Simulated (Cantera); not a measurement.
Cantera with NASA thermochemical tables; ideal gases at 1 bar, condensed phases pure. Values are per mole of reaction as written; species without (g) are pure solids or liquids, kept so even where they would boil at 1 bar.

C + CF4(g) = 2 CF2(g)

```csv
T (K),ΔH° (kJ),ΔS° (J/K),ΔG° (kJ),log10 K
300,569.1,214.6,504.7,-87.88
723,___,___,___,___
873,566.9,212.1,381.7,-22.84
1023,___,___,___,___
1173,___,___,___,___
1323,561.2,206.9,287.4,-11.35
1473,559.0,205.4,256.5,-9.10
1623,556.8,203.9,225.8,-7.27
1773,554.4,202.6,195.3,-5.75
1923,552.0,201.3,165.0,-4.48
2073,___,___,___,___
```

**Question.** What belongs in the gaps?

**Answer.** 
- 723, ΔH° (kJ): 568.3
- 723, ΔS° (J/K): 213.9
- 723, ΔG° (kJ): 413.6
- 723, log10 K: -29.88
- 1023, ΔH° (kJ): 565.1
- 1023, ΔS° (J/K): 210.3
- 1023, ΔG° (kJ): 350.0
- 1023, log10 K: -17.87
- 1173, ΔH° (kJ): 563.2
- 1173, ΔS° (J/K): 208.6
- 1173, ΔG° (kJ): 318.6
- 1173, log10 K: -14.19
- 2073, ΔH° (kJ): 549.5
- 2073, ΔS° (J/K): 200.0
- 2073, ΔG° (kJ): 134.9
- 2073, log10 K: -3.40
